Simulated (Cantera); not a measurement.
Mixture: 25.4 % H2, 13.5 % O2, 50.7 % N2, 10.4 % H2O, equivalence ratio 0.94, at 1.00 atm, adiabatic and at constant volume. Ignition delay is the time to a rise of 400 K.

Model: the H2/O2 subset of GRI-Mech 3.0, which has no nitrogen chemistry, integrated in Cantera. Below about 950 K walls govern HO2 and H2O2 in real vessels. Where the delays flatten at high temperature, the 400 K rule measures the pace of heat release, not the induction time.

Task: Predict: delay at 923 K; delay at 1123 K; delay at 1323 K; delay at 1523 K; delay at 1723 K.

Result: 
```
Item               Result
---------------  --------
delay at 923 K    0.198 s
delay at 1123 K  0.104 ms
delay at 1323 K   29.4 µs
delay at 1523 K   16.5 µs
delay at 1723 K   13.4 µs
```
